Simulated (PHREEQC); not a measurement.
Solution (25 °C): 0.086 mol HF, 0.016 mol NH4HF2 and 0.00013 mol H4SiO4 per kg of water. Closed to the air; pH follows from the charge balance.

Computed with PHREEQC (ion-association model, phreeqc.dat).

```json
[
 {"quantity": "pH", "before": "2.34", "after": "2.98"},
 {"quantity": "HF (mol/kgw)", "before": "0.0909", "after": "0.0216"},
 {"quantity": "F- (mol/kgw)", "before": "0.0155", "after": "0.0156"},
 {"quantity": "HF2- (mol/kgw)", "before": "0.00540", "after": "0.00130"},
 {"quantity": "SI of Quartz (SiO2)", "before": "-9.72", "after": "-7.22"}
]
```

Task: What was changed between the two runs?
A. NH4HF2 from 0.016 to 0.0016 mol/kgw
B. HF left out
C. HF from 0.086 to 0.0086 mol/kgw
D. diluted 2-fold with water
E. NH4HF2 left out

Result: C, HF from 0.086 to 0.0086 mol/kgw

No solid was allowed to form. SiF6-2 is the database's only silicon fluoride.
